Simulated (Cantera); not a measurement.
What does this Cantera script print?

```python
import numpy as np
import cantera as ct

gas_names = """
    H H2 N NH NH2 NH3 N2 N2H2 N2H4 Si SiH SiH2 SiH3 SiH4 SiN Si2 Si2N Si3
""".split()
cond_names = """
    Si(cr) Si(L) Si3N4(a)
""".split()


# ... load() reads the species with a 1 bar reference pressure and builds the phases ...
atoms = {
    'Si': {'Si': 1},
    'NH3': {'N': 1, 'H': 3},
    'N2': {'N': 2},
}
top_T = {'Si3N4(a)': 2400}  # K; cautious upper limits of use, not melting points


# ... equilibrate(T, P, feed) seeds the gas with the atoms and calls Mixture.equilibrate('TP', solver="vcs", rtol=1e-11, max_steps=5000) ...
results = []
feed = {'Si': 1, 'NH3': 0.22, 'N2': 1.7}  # mol
P = 1333.22  # Pa
for T in [1348, 1423, 1498, 1573, 1648, 1723, 1798, 1873, 1948, 2023]:
    mix = equilibrate(T, P, feed)
    results.append((T, P, feed, dict(zip(mix.species_names, mix.species_moles))))

top = {s: max(r[3][s] / sum(r[3][g] for g in gas_names) for r in results) for s in gas_names}
cols = sorted((s for s in top if top[s] > 0.0001), key=lambda s: -top[s])[:6]
seen = [c for c in cond_names if any(r[3].get(c, 0) > 1e-12 for r in results)]
print("log10 of partial pressures in bar; condensed amounts in mol")
print(f"{'T/K':>10s}" + "".join(f"{s[:9]:>10s}" for s in cols + seen))
for T, P, feed, n in results:
    ng = sum(n[g] for g in gas_names)
    print(f"{T:10.4g}" + "".join(f"{np.log10(max(n[s] / ng * P / 1e5, 1e-99)):10.3f}" for s in cols)
          + "".join(f"{n.get(c, 0):10.4g}" for c in seen))
```

Output:

```
log10 of partial pressures in bar; condensed amounts in mol
       T/K        N2        H2         H        Si      Si2N       SiH     Si(L)  Si3N4(a)
      1348    -1.985    -2.525    -6.898   -12.251   -15.260   -12.705         0    0.3333
      1423    -1.985    -2.525    -6.440   -10.838   -13.460   -11.449         0    0.3333
      1498    -1.985    -2.525    -6.027    -9.569   -11.844   -10.322         0    0.3333
      1573    -1.985    -2.525    -5.653    -8.423   -10.386    -9.304         0    0.3333
      1648    -1.985    -2.525    -5.313    -7.383    -9.064    -8.381         0    0.3333
      1723    -1.985    -2.526    -5.002    -6.434    -7.860    -7.539         0    0.3333
      1798    -1.986    -2.527    -4.717    -5.567    -6.759    -6.770         0    0.3332
      1873    -1.949    -2.691    -4.536    -5.055    -6.300    -6.431    0.9983         0
      1948    -1.950    -2.694    -4.294    -4.634    -5.998    -6.095    0.9956         0
      2023    -1.951    -2.700    -4.071    -4.245    -5.719    -5.786    0.9894         0
```

These are equilibrium values from Cantera (NASA tables, ideal gas, pure condensed phases), not measurements of a reactor. The tables' values for SiN are old estimates; treat these amounts as uncertain. Gases not in the tables: Si2H6 and higher silanes.
